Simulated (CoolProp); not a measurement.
Vapour-liquid equilibrium of dimethyl carbonate (1) + cyclohexane (2) at 199.95 °C; x and y are mole fractions of (1).

Model: multi-fluid Helmholtz-energy mixture model, Zhou 2011 and Zhou 2014; pair parameters Bell 2016, in CoolProp.

```json
[
 {"x": "0.05", "bubble pressure (kPa)": "1436", "y at the bubble point": "0.092", "dew pressure at overall composition x (kPa)": "1394", "liquid density (mol/L)": "6.874"},
 {"x": "0.125", "bubble pressure (kPa)": "1540", "y at the bubble point": "0.196", "dew pressure at overall composition x (kPa)": "1469", "liquid density (mol/L)": "(withheld)"},
 {"x": "0.2", "bubble pressure (kPa)": "1613", "y at the bubble point": "0.275", "dew pressure at overall composition x (kPa)": "1544", "liquid density (mol/L)": "6.964"},
 {"x": "0.275", "bubble pressure (kPa)": "1663", "y at the bubble point": "0.340", "dew pressure at overall composition x (kPa)": "1613", "liquid density (mol/L)": "7.034"},
 {"x": "0.35", "bubble pressure (kPa)": "1695", "y at the bubble point": "0.396", "dew pressure at overall composition x (kPa)": "1670", "liquid density (mol/L)": "(withheld)"},
 {"x": "0.425", "bubble pressure (kPa)": "(withheld)", "y at the bubble point": "0.447", "dew pressure at overall composition x (kPa)": "1707", "liquid density (mol/L)": "7.236"},
 {"x": "0.5", "bubble pressure (kPa)": "1717", "y at the bubble point": "0.496", "dew pressure at overall composition x (kPa)": "1717", "liquid density (mol/L)": "7.371"},
 {"x": "0.575", "bubble pressure (kPa)": "1709", "y at the bubble point": "0.545", "dew pressure at overall composition x (kPa)": "1698", "liquid density (mol/L)": "7.530"},
 {"x": "0.65", "bubble pressure (kPa)": "1688", "y at the bubble point": "0.597", "dew pressure at overall composition x (kPa)": "1655", "liquid density (mol/L)": "7.710"},
 {"x": "0.725", "bubble pressure (kPa)": "1652", "y at the bubble point": "0.655", "dew pressure at overall composition x (kPa)": "1597", "liquid density (mol/L)": "7.912"},
 {"x": "0.8", "bubble pressure (kPa)": "1600", "y at the bubble point": "0.722", "dew pressure at overall composition x (kPa)": "1530", "liquid density (mol/L)": "(withheld)"},
 {"x": "0.875", "bubble pressure (kPa)": "1526", "y at the bubble point": "0.804", "dew pressure at overall composition x (kPa)": "1460", "liquid density (mol/L)": "(withheld)"},
 {"x": "0.95", "bubble pressure (kPa)": "1428", "y at the bubble point": "0.909", "dew pressure at overall composition x (kPa)": "1390", "liquid density (mol/L)": "8.629"}
]
```

### Question
Complete the blanks.

### Answer

- 0.125, liquid density (mol/L): 6.911
- 0.35, liquid density (mol/L): 7.124
- 0.425, bubble pressure (kPa): 1713
- 0.8, liquid density (mol/L): 8.133
- 0.875, liquid density (mol/L): 8.373

y crosses x between x = 0.425 and 0.5: the model has an azeotrope there.

Pair parameters are fitted to limited data, so mixtures are less certain than the pure fluids.
